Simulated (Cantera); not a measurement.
What does this Cantera script print?

```python
import numpy as np
import cantera as ct

gas = ct.Solution("gri30.yaml", transport_model="mixture-averaged")
show = ['O', 'H2O', 'CH4']

rows = []
print(f"{'T/K':>7s}{'rho':>11s}{'cp':>10s}{'mu':>11s}{'lambda':>11s}{'Pr':>7s}" + "".join(f"{'D_' + s:>11s}" for s in show))
for T in [400, 650, 900, 1150, 1400, 1650, 1900, 2150]:
    gas.TPX = T, 640, {'CO2': 0.82, 'H2O': 0.33, 'O2': 0.71}
    Pr = gas.cp_mass * gas.viscosity / gas.thermal_conductivity
    D = [gas.mix_diff_coeffs_mole[gas.species_index(s)] for s in show]
    rows.append([gas.density, gas.cp_mass, gas.viscosity, gas.thermal_conductivity, Pr, *D])
    print(f"{T:7g}{gas.density:11.4e}{gas.cp_mass:10.1f}{gas.viscosity:11.4e}"
          f"{gas.thermal_conductivity:11.4e}{Pr:7.3f}" + "".join(f"{d:11.4e}" for d in D))
print("SI units: kg/m3, J/kg/K, Pa s, W/m/K, m2/s")
```

Output:

```
    T/K        rho        cp         mu     lambda     Pr        D_O      D_H2O      D_CH4
    400 6.6991e-03    1027.7 2.0915e-05 3.0261e-02  0.710 7.8660e-03 5.2167e-03 5.3472e-03
    650 4.1225e-03    1159.6 3.1132e-05 5.0789e-02  0.711 1.8269e-02 1.3211e-02 1.2690e-02
    900 2.9774e-03    1251.4 3.9856e-05 7.0382e-02  0.709 3.1730e-02 2.3966e-02 2.2252e-02
   1150 2.3301e-03    1316.8 4.7623e-05 8.8831e-02  0.706 4.7886e-02 3.7059e-02 3.3747e-02
   1400 1.9140e-03    1365.4 5.4718e-05 1.0623e-01  0.703 6.6507e-02 5.2230e-02 4.7001e-02
   1650 1.6240e-03    1403.0 6.1309e-05 1.2274e-01  0.701 8.7425e-02 6.9305e-02 6.1888e-02
   1900 1.4103e-03    1432.5 6.7508e-05 1.3849e-01  0.698 1.1052e-01 8.8160e-02 7.8318e-02
   2150 1.2464e-03    1456.3 7.3389e-05 1.5360e-01  0.696 1.3568e-01 1.0871e-01 9.6218e-02
SI units: kg/m3, J/kg/K, Pa s, W/m/K, m2/s
```

Detailed kinetics in Cantera: GRI-Mech 3.0 (53 species, 325 reactions). Polar gases are described roughly by these parameters.
